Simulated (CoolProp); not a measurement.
A single-stage vapour-compression cycle with the fluid: evaporating at 320.15 K (dew point), condensing at 356.15 K (bubble point), superheat 2 K, subcooling 8 K, compressor efficiency 0.85, no pressure losses. The same conditions are run with several fluids, on thermodynamics alone (safety and materials aside).

Computed with CoolProp (reference Helmholtz-energy equation of state of each fluid (R1224YDZ: Akasaka 2023; R141b: Lemmon 2006; trans-2-butene: Lemmon 2005; the fluoroketone C6F12O (FK-5-1-12): McLinden 2015; dimethyl ether: Wu 2011; benzene: Thol 2012)).

Rank R1224YDZ, R141b, trans-2-butene, the fluoroketone C6F12O (FK-5-1-12), dimethyl ether, benzene by cooling COP, highest first.

benzene (7.15), R141b (6.98), trans-2-butene (6.68), R1224YDZ (6.63), dimethyl ether (6.43), the fluoroketone C6F12O (FK-5-1-12) (6.16)

```tsv
fluid	pressure ratio	discharge temperature (K)	refrigerating effect (kJ/kg)	volumetric capacity (kJ/m³)
R1224YDZ	2.61	356.1	120	2230
R141b	2.73	360.1	183	1410
trans-2-butene	2.38	357.9	289	3030
the fluoroketone C6F12O (FK-5-1-12)	3.05	356.2	58.5	693
dimethyl ether	2.23	367.0	293	6460
benzene	3.43	366.1	368	352
```

The compression ends wet for: R1224YDZ; the fluoroketone C6F12O (FK-5-1-12).
